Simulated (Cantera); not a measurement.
What does this Cantera script print?

```python
import numpy as np
import cantera as ct

gas = ct.Solution("gri30.yaml")
gas.TPX = 550, 860000, {'CH4': 1, 'C2H6': 1.4, 'C3H8': 0.35, 'O2': 6.65, 'N2': 27.3}
flame = ct.FreeFlame(gas, width=0.0089)
flame.set_refine_criteria(ratio=3, slope=0.08, curve=0.16)
flame.transport_model = "mixture-averaged"
flame.solve(loglevel=0, auto=True)
z, T = flame.grid, flame.T
thick = (T[-1] - T[0]) / np.gradient(T, z).max()
show = ['CH4', 'C2H6', 'C3H8', 'CH2O', 'HCO', 'H2O']
print(f"laminar burning velocity  {flame.velocity[0] * 100:.3f} cm/s")
print(f"burnt temperature         {T[-1]:.1f} K")
print(f"thermal thickness         {thick * 1e3:.4f} mm")
print(f"grid points               {len(z)}")
z0 = z[flame.heat_release_rate.argmax()]
print(f"{'z/mm':>9s}{'T/K':>9s}{'u/(m/s)':>9s}" + "".join(f"{s:>11s}" for s in show))
rows = []
for k in (-3, -2, -1.5, -1, -0.5, -0.25, 0, 0.25, 0.5, 1, 2, 4, 8):
    zz = z0 + k * thick
    rows.append([k * thick, np.interp(zz, z, T), np.interp(zz, z, flame.velocity),
                 *(np.interp(zz, z, flame.X[gas.species_index(s)]) for s in show)])
    print(f"{rows[-1][0] * 1e3:9.3f}{rows[-1][1]:9.1f}{rows[-1][2]:9.3f}" + "".join(f"{x:11.3e}" for x in rows[-1][3:]))
```

Output:

```
laminar burning velocity  41.019 cm/s
burnt temperature         2197.0 K
thermal thickness         0.0803 mm
grid points               162
     z/mm      T/K  u/(m/s)        CH4       C2H6       C3H8       CH2O        HCO        H2O
   -0.241    550.7    0.412  2.716e-02  3.805e-02  9.515e-03  4.242e-07  1.550e-18  1.624e-04
   -0.161    556.0    0.417  2.695e-02  3.787e-02  9.479e-03  5.324e-06  1.889e-16  1.189e-03
   -0.120    576.9    0.435  2.650e-02  3.750e-02  9.419e-03  3.276e-05  1.102e-14  4.525e-03
   -0.080    690.6    0.528  2.469e-02  3.534e-02  9.085e-03  2.612e-04  8.526e-12  1.941e-02
   -0.040   1135.8    0.894  1.852e-02  2.214e-02  6.004e-03  1.577e-03  1.945e-07  6.792e-02
   -0.020   1526.7    1.228  1.289e-02  7.724e-03  1.753e-03  1.722e-03  7.649e-06  1.066e-01
    0.000   1883.0    1.535  5.670e-03  4.221e-04  2.587e-05  4.528e-04  1.411e-05  1.393e-01
    0.020   2063.9    1.684  1.406e-03  7.241e-06  1.254e-08  1.085e-04  6.501e-06  1.538e-01
    0.040   2127.8    1.733  3.350e-04  3.671e-07  5.969e-11  3.000e-05  2.246e-06  1.569e-01
    0.080   2162.7    1.756  3.576e-05  3.994e-09  6.491e-14  3.021e-06  4.657e-07  1.565e-01
    0.161   2180.3    1.768  2.741e-06  1.814e-11  2.468e-17  1.718e-07  2.012e-07  1.560e-01
    0.321   2190.5    1.775  2.742e-07  1.180e-13  4.113e-20  1.788e-08  1.114e-07  1.564e-01
    0.642   2195.3    1.779  4.123e-08  2.576e-15  3.518e-22  9.286e-09  6.618e-08  1.567e-01
```

Computed with Cantera and GRI-Mech 3.0 (53 species, 325 reactions). Burning velocities carry a grid error of a few per cent, more on coarse grids.
